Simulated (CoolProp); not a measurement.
Vapour-liquid equilibrium of carbon dioxide (1) + 1-butene (2) at -9.35 °C; x and y are mole fractions of (1).

Computed with CoolProp (multi-fluid Helmholtz-energy mixture model, Span 1996 and Lemmon 2005; pair parameters Bell 2016).

| x | bubble pressure (kPa) | y at the bubble point | dew pressure at overall composition x (kPa) | liquid density (mol/L) |
|---|---|---|---|---|
| 0.05 | 242.9 | 0.633 | 94.63 | 11.54 |
| 0.2 | 724.4 | 0.882 | 112.4 | 12.59 |
| 0.35 | 1167 | 0.931 | 138.2 | 13.79 |
| 0.5 | 1531 | 0.951 | 179.2 | 15.17 |
| 0.65 | 1840 | 0.965 | 254.3 | 16.80 |
| 0.8 | 2153 | 0.977 | 438.0 | 18.77 |
| 0.95 | 2540 | 0.993 | 1500 | 21.26 |

No azeotrope shows between x = 0.05 and 0.95.

The pair parameters rest on a limited set of measurements; away from them the model extrapolates. The gap from Raoult's law changes sign with composition, which may be real or a fault of the pair parameters; it wasn't checked against measurements.
